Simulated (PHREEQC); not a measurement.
PHREEQC input (Pitzer model, pitzer.dat):

```
SOLUTION 1
  temp 20
  units mol/kgw
  pH 7 charge
END
SELECTED_OUTPUT 1
  -reset false
  -pH true
  -pe true
  -ionic_strength true
  -water true
  -totals K S
  -molalities H+ K+ SO4-2 OH- HSO4-
  -equilibrium_phases Arcanite Misenite
PRINT
  -reset false
USE solution 1
REACTION_PRESSURE 1
  1 50 100 200 300 400 500 600 800 1000
EQUILIBRIUM_PHASES 1
  Arcanite 0 30
  Misenite 0 0
END
```

Selected output (columns that matter, 10 of 10 rows; P (atm) added in front):

```
P (atm)	pH	mu	K	S	m_H+	m_K+	m_SO4-2	m_OH-	Arcanite
1	7.5003	1.7626	1.1751	0.58754	7.2383e-08	1.1751	0.58754	3.0982e-07	29.412
50	7.489	1.8009	1.2006	0.6003	7.4179e-08	1.2006	0.6003	3.1295e-07	29.4
100	7.478	1.8361	1.2241	0.61204	7.5936e-08	1.2241	0.61204	3.1624e-07	29.388
200	7.4577	1.8954	1.2636	0.6318	7.9247e-08	1.2636	0.6318	3.231e-07	29.368
300	7.4394	1.9404	1.2936	0.64679	8.2331e-08	1.2936	0.64679	3.3034e-07	29.353
400	7.4227	1.972	1.3147	0.65734	8.523e-08	1.3147	0.65734	3.3796e-07	29.343
500	7.4076	1.9915	1.3277	0.66383	8.7977e-08	1.3277	0.66383	3.4595e-07	29.336
600	7.3938	2	1.3334	0.66668	9.0596e-08	1.3334	0.66668	3.5433e-07	29.333
800	7.3694	1.9896	1.3264	0.6632	9.5508e-08	1.3264	0.6632	3.7225e-07	29.337
1000	7.3487	1.9506	1.3004	0.65018	1.0002e-07	1.3004	0.65018	3.9175e-07	29.35
```
